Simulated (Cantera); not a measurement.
Predominance diagram of Li at 1275 K against the partial pressures of O2 and H2O (log10, bar). Cantera with NASA thermochemical tables; ideal gases at 1 bar, condensed phases pure. Candidates: Li(l), LiH(l), LiOH(l), Li2O(s). Only these pure phases compete in this equilibrium. Not in the tables: the peroxide.

Q: Which phase is stable at these pairs, and which metal-bearing vapour leads over it? (-10, -14.8); (-0.5, -10.6); (-7.5, -2.1); (-2.5, -19); (-3.5, 0); (-3.5, -2.1); (-7, -16.9)

A: 
```tsv
log p(O2)	log p(H2O)	phase	chief vapour	log p (bar)
-10	-14.8	Li2O(s)	Li	-7.6
-0.5	-10.6	Li2O(s)	LiOH	-7.9
-7.5	-2.1	Li2O(s)	LiOH	-3.7
-2.5	-19	Li2O(s)	Li2O	-8.2
-3.5	0	LiOH(l)	LiOH	-2.7
-3.5	-2.1	Li2O(s)	LiOH	-3.7
-7	-16.9	Li2O(s)	Li2O	-8.2
```
